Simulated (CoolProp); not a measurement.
Vapour-liquid equilibrium of diethyl ether (1) + n-hexane (2) at 369.5 K; x and y are mole fractions of (1).

Values from CoolProp's multi-fluid Helmholtz-energy mixture model, Thol 2014 and Thol 2019; pair parameters Bell 2016.

| x | bubble pressure, mixture model (MPa) | bubble pressure, Raoult's law (MPa) | y, mixture model | y, Raoult's law |
|---|---|---|---|---|
| 0.05 | 0.2476 | 0.2429 | 0.131 | 0.124 |
| 0.125 | 0.2805 | 0.2712 | 0.282 | 0.277 |
| 0.2 | 0.3113 | 0.2995 | 0.397 | 0.402 |
| 0.275 | 0.3404 | 0.3278 | 0.490 | 0.504 |
| 0.35 | 0.3684 | 0.3561 | 0.569 | 0.591 |
| 0.425 | 0.3956 | 0.3844 | 0.637 | 0.665 |
| 0.5 | 0.4223 | 0.4127 | 0.698 | 0.729 |
| 0.575 | 0.4488 | 0.4410 | 0.753 | 0.784 |
| 0.65 | 0.4752 | 0.4693 | 0.803 | 0.833 |
| 0.725 | 0.5017 | 0.4976 | 0.850 | 0.876 |
| 0.8 | 0.5285 | 0.5259 | 0.894 | 0.915 |
| 0.875 | 0.5555 | 0.5542 | 0.936 | 0.949 |
| 0.95 | 0.5829 | 0.5825 | 0.975 | 0.981 |

The largest gap from Raoult's law is +3.9 % in bubble pressure, at x = 0.2. No azeotrope shows between x = 0.05 and 0.95.

The pair parameters rest on a limited set of measurements; away from them the model extrapolates.
